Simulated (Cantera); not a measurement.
# Ammonia decomposition in nitride growth gas

An isothermal, constant-pressure homogeneous reactor starts with NH3 : N2 = 1 : 2 (molar parts), at 1925 K and 100.0 Torr.

Cantera simulation using the gas-phase N/H chemistry of the illustrative SiF4/NH3 mechanism in the Surface Chemkin manual (1991); the numbers are that mechanism's predictions, not measurements. Walls and surfaces, which speed up NH3 decomposition in real reactors, are not modelled.

| t (s) | x NH3 | x N2H4 | x H2 | x N2H2 | x N | x NH | x H |
|---|---|---|---|---|---|---|---|
| 0.000400 | 0.333 | 2.91e-9 | 8.45e-5 | 9.24e-8 | 6.78e-10 | 4.55e-7 | 2.70e-7 |
| 0.00181 | 0.332 | 3.33e-8 | 0.000713 | 1.32e-6 | 8.08e-9 | 3.20e-6 | 1.01e-6 |
| 0.00818 | 0.328 | 4.21e-8 | 0.00593 | 1.84e-6 | 4.45e-8 | 4.66e-6 | 4.59e-6 |
| 0.0370 | 0.307 | 3.17e-8 | 0.0290 | 1.68e-6 | 1.90e-7 | 6.22e-6 | 1.81e-5 |
| 0.167 | 0.232 | 1.78e-8 | 0.114 | 1.15e-6 | 4.30e-7 | 7.14e-6 | 6.83e-5 |
| 0.757 | 0.0794 | 3.80e-9 | 0.285 | 3.04e-7 | 5.35e-7 | 5.27e-6 | 0.000230 |
| 3.42 | 0.00189 | 2.22e-11 | 0.372 | 4.13e-9 | 4.67e-7 | 1.36e-6 | 0.000963 |
| 15.5 | 2.25e-5 | <1e-12 | 0.374 | 2.41e-12 | 2.59e-8 | 4.50e-8 | 0.00161 |
| 70.0 | 3.83e-6 | <1e-12 | 0.374 | <1e-12 | 4.41e-9 | 7.64e-9 | 0.00161 |
x: mole fraction; the columns are a selection and need not sum to one.

Equilibrium at this temperature and pressure: NH3 5.49e-7, N2H4 <1e-12, H2 0.374, N2H2 <1e-12, N 6.32e-10, NH 1.10e-9, H 0.00161 (gas phase only).
